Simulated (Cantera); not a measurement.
Standard-state values (1 bar) from the NASA 1993 polynomials, evaluated with Cantera. Values are per mole of reaction as written; species without (g) are pure solids or liquids, kept so even where they would boil at 1 bar.

8 NH₃(g) + 4 CrO₃(g) ⇌ 2 Cr₂N + 3 N₂(g) + 12 H₂O(g)

```tsv
T (K)	ΔH° (kJ)	ΔS° (J/K)	ΔG° (kJ)	log10 K
300	-1613.7	364.4	-1723.0	300.00
1150	…	…	…	…
1250	-1583.4	426.7	-2116.8	88.46
1350	…	…	…	…
1450	-1578.8	430.1	-2202.5	79.34
1550	…	…	…	…
1650	…	…	…	…
```

Problem. Some entries are withheld; supply them.

Solution. 
- 1150, ΔH° (kJ): -1585.0
- 1150, ΔS° (J/K): 425.4
- 1150, ΔG° (kJ): -2074.2
- 1150, log10 K: 94.21
- 1350, ΔH° (kJ): -1581.4
- 1350, ΔS° (J/K): 428.3
- 1350, ΔG° (kJ): -2159.6
- 1350, log10 K: 83.56
- 1550, ΔH° (kJ): -1575.8
- 1550, ΔS° (J/K): 432.1
- 1550, ΔG° (kJ): -2245.6
- 1550, log10 K: 75.68
- 1650, ΔH° (kJ): -1572.3
- 1650, ΔS° (J/K): 434.3
- 1650, ΔG° (kJ): -2289.0
- 1650, log10 K: 72.46
